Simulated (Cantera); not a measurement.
Input: 1 mol Fe, 1.1 mol H2S, 120 mol N2, equilibrated at 220 Pa.

Method: chemical equilibrium by Gibbs-energy minimisation in Cantera with the NASA 1993 tables (ideal gas, pure condensed phases). Candidate condensed phases: Fe, FeS, FeS2, S; 16 gas species. Metal and sulfide melt together well below either melting point, which pure phases cannot show. Mutual solubility and eutectic melting of coexisting phases are not modelled. FeS: taken at fixed stoichiometry. Gases not in the tables: S3 to S7. Equilibrium is a limit: real reactors are often held back by kinetics, nucleation or transport.

**Question.** Which condensed phases are stable at each of these points (T (K)): 1150, 1200, 1250, 1300, 1350, 1400, 1450, 1500?

**Answer.** 
| T (K) | condensed phases | Fe condensed (%) |
|---|---|---|
| 1150 | FeS(s) | 100.0 |
| 1200 | FeS(s) | 100.0 |
| 1250 | FeS(s) | 100.0 |
| 1300 | FeS(s) | 100.0 |
| 1350 | Fe(γ) + FeS(s) | 100.0 |
| 1400 | Fe(γ) + FeS(s) | 99.9 |
| 1450 | Fe(γ) + FeS(s) | 99.7 |
| 1500 | Fe(γ) | 99.2 |

From 1150 K to 1300 K the condensed part is FeS(s). From 1350 K to 1450 K the condensed part is Fe(γ) + FeS(s). At 1500 K the condensed part is Fe(γ).
